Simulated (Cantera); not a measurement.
**Low-pressure radical oxidation in H2/O2**

An isothermal, constant-pressure homogeneous reactor starts with H2 : O2 = 0.013 : 1 (molar parts), at 1023 K and 4.88 Torr.

Computed with Cantera and the H2/O2 subset of GRI-Mech 3.0, which has no nitrogen chemistry. Radical loss at walls, strong at low pressure, is not modelled.

```json
[
 {"t (s)": "0.000400", "x H2": "0.0128", "x O2": "0.987", "x H2O": "4.51e-12", "x O": "2.44e-11", "x H2O2": "<1e-12", "x OH": "2.15e-11", "x HO2": "4.45e-11"},
 {"t (s)": "0.00107", "x H2": "0.0128", "x O2": "0.987", "x H2O": "5.42e-11", "x O": "1.22e-10", "x H2O2": "<1e-12", "x OH": "9.08e-11", "x HO2": "1.19e-10"},
 {"t (s)": "0.00286", "x H2": "0.0128", "x O2": "0.987", "x H2O": "6.71e-10", "x O": "7.95e-10", "x H2O2": "<1e-12", "x OH": "4.77e-10", "x HO2": "3.22e-10"},
 {"t (s)": "0.00765", "x H2": "0.0128", "x O2": "0.987", "x H2O": "2.34e-8", "x O": "2.01e-8", "x H2O2": "<1e-12", "x OH": "1.11e-8", "x HO2": "9.87e-10"},
 {"t (s)": "0.0205", "x H2": "0.0127", "x O2": "0.987", "x H2O": "7.14e-5", "x O": "5.91e-5", "x H2O2": "1.10e-10", "x OH": "3.21e-5", "x HO2": "3.59e-7"},
 {"t (s)": "0.0547", "x H2": "0.000130", "x O2": "0.978", "x H2O": "0.0119", "x O": "0.00859", "x H2O2": "1.68e-8", "x OH": "0.000611", "x HO2": "1.33e-6"},
 {"t (s)": "0.146", "x H2": "5.16e-5", "x O2": "0.981", "x H2O": "0.0123", "x O": "0.00611", "x H2O2": "1.16e-8", "x OH": "0.000418", "x HO2": "1.03e-6"},
 {"t (s)": "0.391", "x H2": "2.38e-5", "x O2": "0.984", "x H2O": "0.0126", "x O": "0.00281", "x H2O2": "1.15e-8", "x OH": "0.000283", "x HO2": "7.47e-7"},
 {"t (s)": "1.05", "x H2": "6.51e-6", "x O2": "0.986", "x H2O": "0.0128", "x O": "0.000781", "x H2O2": "1.05e-8", "x OH": "0.000149", "x HO2": "4.05e-7"},
 {"t (s)": "2.80", "x H2": "1.22e-6", "x O2": "0.987", "x H2O": "0.0129", "x O": "0.000151", "x H2O2": "7.89e-9", "x OH": "6.55e-5", "x HO2": "1.60e-7"},
 {"t (s)": "7.48", "x H2": "2.04e-7", "x O2": "0.987", "x H2O": "0.0129", "x O": "2.60e-5", "x H2O2": "4.37e-9", "x OH": "2.73e-5", "x HO2": "4.85e-8"},
 {"t (s)": "20.0", "x H2": "3.70e-8", "x O2": "0.987", "x H2O": "0.0129", "x O": "4.84e-6", "x H2O2": "1.80e-9", "x OH": "1.18e-5", "x HO2": "1.28e-8"}
]
```
x: mole fraction; the columns are a selection and need not sum to one.

Equilibrium at this temperature and pressure: H2 2.77e-11, O2 0.987, H2O 0.0129, O 3.86e-9, H2O2 3.89e-12, OH 3.34e-7, HO2 4.35e-10 (gas phase only).
